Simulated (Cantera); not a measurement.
Cantera run, input and output.

```python
import numpy as np
import cantera as ct

gas = ct.Solution("h2o2.yaml")
gas.TPX = 675, 25000, {'H2': 1, 'O2': 0.263, 'N2': 0.989}
flame = ct.FreeFlame(gas, width=0.11)
flame.set_refine_criteria(ratio=3, slope=0.08, curve=0.16)
flame.transport_model = "mixture-averaged"
flame.solve(loglevel=0, auto=True)
z, T = flame.grid, flame.T
thick = (T[-1] - T[0]) / np.gradient(T, z).max()
show = ['H2', 'O2', 'H2O', 'HO2', 'O', 'H2O2']
print(f"laminar burning velocity  {flame.velocity[0] * 100:.3f} cm/s")
print(f"burnt temperature         {T[-1]:.1f} K")
print(f"thermal thickness         {thick * 1e3:.4f} mm")
print(f"grid points               {len(z)}")
z0 = z[flame.heat_release_rate.argmax()]
print(f"{'z/mm':>9s}{'T/K':>9s}{'u/(m/s)':>9s}" + "".join(f"{s:>11s}" for s in show))
rows = []
for k in (-3, -2, -1.5, -1, -0.5, -0.25, 0, 0.25, 0.5, 1, 2, 4, 8):
    zz = z0 + k * thick
    rows.append([k * thick, np.interp(zz, z, T), np.interp(zz, z, flame.velocity),
                 *(np.interp(zz, z, flame.X[gas.species_index(s)]) for s in show)])
    print(f"{rows[-1][0] * 1e3:9.3f}{rows[-1][1]:9.1f}{rows[-1][2]:9.3f}" + "".join(f"{x:11.3e}" for x in rows[-1][3:]))
```

Output:

```
laminar burning velocity  955.778 cm/s
burnt temperature         2348.2 K
thermal thickness         2.8955 mm
grid points               131
     z/mm      T/K  u/(m/s)         H2         O2        H2O        HO2          O       H2O2
   -8.687    675.0    9.558  4.440e-01  1.168e-01  2.735e-13  9.222e-12  6.307e-16  3.713e-13
   -5.791    675.0    9.558  4.440e-01  1.168e-01  1.090e-11  1.866e-10  8.433e-13  3.795e-13
   -4.343    675.0    9.558  4.440e-01  1.168e-01  5.417e-10  9.494e-09  5.624e-11  7.466e-13
   -2.896    675.0    9.558  4.440e-01  1.168e-01  9.490e-08  9.295e-07  1.003e-08  1.580e-10
   -1.448    683.9    9.674  4.424e-01  1.166e-01  5.901e-04  5.765e-05  1.208e-05  3.213e-07
   -0.724    800.6   11.207  4.177e-01  1.124e-01  1.214e-02  4.179e-05  3.583e-04  4.514e-07
    0.000   1162.8   15.884  2.766e-01  6.399e-02  1.119e-01  1.775e-05  5.181e-03  5.411e-07
    0.724   1417.4   19.160  1.718e-01  8.410e-03  2.198e-01  2.320e-06  4.609e-03  3.887e-07
    1.448   1515.7   20.355  1.670e-01  2.704e-03  2.325e-01  6.948e-07  3.581e-03  3.175e-07
    2.896   1628.2   21.688  1.754e-01  1.994e-03  2.352e-01  4.624e-07  3.279e-03  2.431e-07
    5.791   1757.8   23.185  1.859e-01  1.594e-03  2.382e-01  3.382e-07  2.794e-03  1.524e-07
   11.582   1894.1   24.715  1.964e-01  1.141e-03  2.421e-01  2.330e-07  2.114e-03  8.360e-08
   23.164   2025.6   26.150  2.062e-01  7.219e-04  2.468e-01  1.538e-07  1.398e-03  4.385e-08
```

Cantera simulation using the H2/O2 subset of GRI-Mech 3.0, which has no nitrogen chemistry; the numbers are that mechanism's predictions, not measurements. Burning velocities carry a grid error of a few per cent, more on coarse grids.
